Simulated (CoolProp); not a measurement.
Vapour-liquid equilibrium of propane (1) + R245fa (2) at 330.8 K; x and y are mole fractions of (1).

The numbers come from the multi-fluid Helmholtz-energy mixture model, Lemmon 2009 and Akasaka 2015; pair parameters Bell 2016 in CoolProp.

Question: Give the bubble pressure and the first vapour's composition at x = 0.05, 0.2, 0.5. Is there an azeotrope?

Answer: x = 0.05: 6.577 bar, y = 0.337; x = 0.2: 11.63 bar, y = 0.633; x = 0.5: 16.38 bar, y = 0.767. No azeotrope shows between x = 0.05 and 0.95.

The pair parameters rest on a limited set of measurements; away from them the model extrapolates. With so large a gap from Raoult's law the liquid may split in two, which this calculation doesn't test in full.
